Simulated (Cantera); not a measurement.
Cantera run:

```python
import numpy as np
import cantera as ct

gas_names = """
    C CH CH2 CH3 CH2OH CH3O CH4 CH3OH CO CO2 COOH C2 C2H CHCO,ketyl C2H2,acetylene C2H2,vinylidene
    CH2CO,ketene C2H3,vinyl CH3CO,acetyl C2H4 C2H4O,ethylen CH3CHO,ethanal CH3COOH (HCOOH)2 C2H5 C2H6
    CH3OCH3 C2H5OH C2O C3 C3H3,propargyl C3H4,allene C3H4,propyne C3H4,cyclo- C3H5,allyl C3H6,propylene
    C3H6,cyclo- C3H6O C3H7,n-propyl C3H7,i-propyl C3H8 C3H8O,1propanol C3H8O,2propanol C3O2 C4 C4H2
    C4H4,1,3-cyclo- C4H6,butadiene C4H6,2-butyne C4H6,cyclo- C4H8,1-butene C4H8,cis2-buten
    C4H8,tr2-butene C4H8,isobutene C4H8,cyclo- (CH3COOH)2 C4H9,n-butyl C4H9,i-butyl C4H9,s-butyl
    C4H9,t-butyl C4H10,isobutane C4H10,n-butane C5 C5H6,1,3cyclo- C5H8,cyclo- C5H10,1-pentene
    C5H10,cyclo- C5H11,pentyl C5H11,t-pentyl C5H12,n-pentane C5H12,i-pentane CH3C(CH3)2CH3 C6H2
    C6H5,phenyl C6H5O,phenoxy C6H6 C6H5OH,phenol C6H10,cyclo- C6H12,1-hexene C6H12,cyclo- C6H13,n-hexyl
    C7H7,benzyl C7H8 C7H8O,cresol C7H14,1-heptene C7H15,n-heptyl C7H16,n-heptane C8H8,styrene
    C8H10,ethylbenz C8H16,1-octene C8H17,n-octyl C8H18,isooctane C8H18,n-octane C9H19,n-nonyl
    C10H8,naphthale C10H21,n-decyl C12H9,o-bipheny C12H10,bipheny H HCO HO2 H2 HCHO,formaldehy HCOOH H2O
    H2O2 O OH O2 O3
""".split()
cond_names = """
    C(gr) C6H6(L) C7H8(L) C8H18(L),n-octa H2O(s) H2O(L)
""".split()


def load(file, names, dense=False):
    # The tables refer to 1 bar. Condensed volumes are neglected.
    table = {s.name: s for s in ct.Species.list_from_file(file)}
    out = []
    for n in names:
        d = dict(table[n].input_data)
        d["thermo"] = dict(d["thermo"], **{"reference-pressure": 1e5})
        if dense:
            d["equation-of-state"] = {"model": "constant-volume", "density": "1e6 g/cm^3"}
        out.append(ct.Species.from_dict(d))
    return out


gas = ct.Solution(thermo="ideal-gas", species=load("nasa_gas.yaml", gas_names))
cond = {s.name: ct.Solution(thermo="fixed-stoichiometry", species=[s], name=s.name)
        for s in load("nasa_condensed.yaml", cond_names, dense=True)}
atoms = {
    'C6H6': {'C': 6, 'H': 6},
    'H2O': {'H': 2, 'O': 1},
    'H2': {'H': 2},
}
top_T = {'C(gr)': 4500}  # K; cautious upper limits of use, not melting points


def equilibrate(T, P, feed):
    n = {}
    for name, mol in feed.items():
        for a, k in atoms[name].items():
            n[a] = n.get(a, 0.0) + k * mol
    gas.TPX = T, P, n
    mass = sum(n.values()) * gas.mean_molecular_weight
    gas.equilibrate("TP")
    valid = [c for c in cond.values() if c.min_temp <= T <= top_T.get(c.name, c.max_temp)]
    mix = ct.Mixture([(gas, mass / gas.mean_molecular_weight)] + [(c, 0.0) for c in valid])
    mix.T, mix.P = T, P
    mix.equilibrate("TP", solver="vcs", rtol=1e-11, max_steps=5000)
    return mix


results = []
feed = {'C6H6': 1, 'H2O': 0.24, 'H2': 4.3}  # mol
P = 15  # Pa
for T in [2425, 2475, 2525, 2575, 2625, 2675, 2725, 2775]:
    mix = equilibrate(T, P, feed)
    results.append((T, P, feed, dict(zip(mix.species_names, mix.species_moles))))

top = {s: max(r[3][s] / sum(r[3][g] for g in gas_names) for r in results) for s in gas_names}
cols = sorted((s for s in top if top[s] > 1e-05), key=lambda s: -top[s])[:7]
seen = [c for c in cond_names if any(r[3].get(c, 0) > 1e-12 for r in results)]
print("log10 of partial pressures in bar; condensed amounts in mol")
print(f"{'T/K':>10s}" + "".join(f"{s[:9]:>10s}" for s in cols + seen))
for T, P, feed, n in results:
    ng = sum(n[g] for g in gas_names)
    print(f"{T:10.4g}" + "".join(f"{np.log10(max(n[s] / ng * P / 1e5, 1e-99)):10.3f}" for s in cols)
          + "".join(f"{n.get(c, 0):10.4g}" for c in seen))
```

Output:

```
log10 of partial pressures in bar; condensed amounts in mol
       T/K         H        H2        C3         C        CO        C2       C2H     C(gr)
      2425    -3.962    -4.429    -6.827    -7.240    -5.532    -7.868    -7.284      5.66
      2475    -3.926    -4.556    -6.474    -6.930    -5.556    -7.512    -7.105     5.597
      2525    -3.900    -4.696    -6.136    -6.631    -5.576    -7.170    -6.942     5.462
      2575    -3.884    -4.847    -5.812    -6.344    -5.595    -6.841    -6.793     5.179
      2625    -3.876    -5.008    -5.500    -6.068    -5.613    -6.526    -6.659     4.597
      2675    -3.879    -5.184    -5.201    -5.803    -5.634    -6.222    -6.540     3.408
      2725    -3.897    -5.383    -4.913    -5.547    -5.665    -5.930    -6.440    0.9472
      2775    -3.903    -5.555    -4.860    -5.376    -5.681    -5.798    -6.483         0
```

Method: chemical equilibrium by Gibbs-energy minimisation in Cantera with the NASA 1993 tables (ideal gas, pure condensed phases).
